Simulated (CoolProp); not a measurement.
The numbers come from the reference Helmholtz-energy equation of state, Lemmon 2016 in CoolProp.

**Question.** For R365MFC, give the phase and the cp (kJ/(kg K)), cv (kJ/(kg K)), isothermal compressibility (1/MPa) at 210.55 °C and 29.7 bar.

**Answer.** 
- 210.55 °C and 29.7 bar: gas; cp 1.63, cv 1.31, isothermal compressibility 0.539
